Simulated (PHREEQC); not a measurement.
Solution (25 °C): 1.4 mol NaOH, 0.021 mol NaHCO3 and 1.7 mol KBr per kg of water. Closed to the air; pH follows from the charge balance.

Equilibrium calculation in PHREEQC: Pitzer model, pitzer.dat.

Precipitation was switched off in this run.

### Question
What pH does the model give?

### Answer
pH 14.05.

Complexes and solids missing from the database can't appear. In brines, pH and single-ion activities rest on the MacInnes convention.
